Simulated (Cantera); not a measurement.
A Cantera script and what it prints.

```python
import numpy as np
import cantera as ct

gas_names = """
    B BH BH2 BH3 BO BO2 B2 B2O B2O2 B2O3 B3O3H3 H HBO HBO2 HO2 H2 H2O H2O2 H3B3O6 O OH O2 O3
""".split()
cond_names = """
    B(b) B(L) B2O3(L) B3O3H3(cr) H2O(s) H2O(L)
""".split()


# ... load() reads the species with a 1 bar reference pressure and builds the phases ...
atoms = {
    'B': {'B': 1},
    'H2O': {'H': 2, 'O': 1},
    'H2': {'H': 2},
}
top_T = {}  # K; cautious upper limits of use, not melting points


# ... equilibrate(T, P, feed) seeds the gas with the atoms and calls Mixture.equilibrate('TP', solver="vcs", rtol=1e-11, max_steps=5000) ...
results = []
T = 2050  # K
P = 25000  # Pa
for m in [0.06, 0.068, 0.077, 0.087, 0.099, 0.11, 0.13, 0.15, 0.16, 0.19, 0.21, 0.24]:
    feed = {'B': 1, 'H2O': m, 'H2': 1.3}  # mol
    mix = equilibrate(T, P, feed)
    results.append((T, P, feed, dict(zip(mix.species_names, mix.species_moles))))

top = {s: max(r[3][s] / sum(r[3][g] for g in gas_names) for r in results) for s in gas_names}
cols = sorted((s for s in top if top[s] > 0.001), key=lambda s: -top[s])[:8]
seen = [c for c in cond_names if any(r[3].get(c, 0) > 1e-12 for r in results)]
print("log10 of partial pressures in bar; condensed amounts in mol")
print(f"{'n(H2O)':>10s}" + "".join(f"{s[:9]:>10s}" for s in cols + seen))
for T, P, feed, n in results:
    ng = sum(n[g] for g in gas_names)
    print(f"{feed['H2O']:10.4g}" + "".join(f"{np.log10(max(n[s] / ng * P / 1e5, 1e-99)):10.3f}" for s in cols)
          + "".join(f"{n.get(c, 0):10.4g}" for c in seen))
```

Output:

```
log10 of partial pressures in bar; condensed amounts in mol
    n(H2O)        H2       HBO      B2O2        BO         H      B2O3      B(b)
      0.06    -0.622    -2.069    -3.114    -3.261    -2.955    -4.682    0.9394
     0.068    -0.624    -2.026    -3.026    -3.217    -2.956    -4.550    0.9315
     0.077    -0.626    -1.985    -2.940    -3.175    -2.957    -4.422    0.9226
     0.087    -0.629    -1.945    -2.858    -3.134    -2.959    -4.299    0.9127
     0.099    -0.631    -1.904    -2.773    -3.091    -2.960    -4.172    0.9009
      0.11    -0.634    -1.872    -2.706    -3.058    -2.961    -4.071    0.8901
      0.13    -0.638    -1.822    -2.602    -3.006    -2.963    -3.915    0.8705
      0.15    -0.642    -1.781    -2.517    -2.963    -2.965    -3.787    0.8509
      0.16    -0.644    -1.764    -2.480    -2.944    -2.966    -3.731    0.8411
      0.19    -0.650    -1.718    -2.383    -2.896    -2.969    -3.586    0.8118
      0.21    -0.654    -1.693    -2.329    -2.869    -2.971    -3.505    0.7923
      0.24    -0.659    -1.661    -2.259    -2.834    -2.974    -3.401    0.7632
```

Method: chemical equilibrium by Gibbs-energy minimisation in Cantera with the NASA 1993 tables (ideal gas, pure condensed phases). The tables' values for BH2 are old estimates; treat these amounts as uncertain. Gases not in the tables: B2H6 and higher boranes.
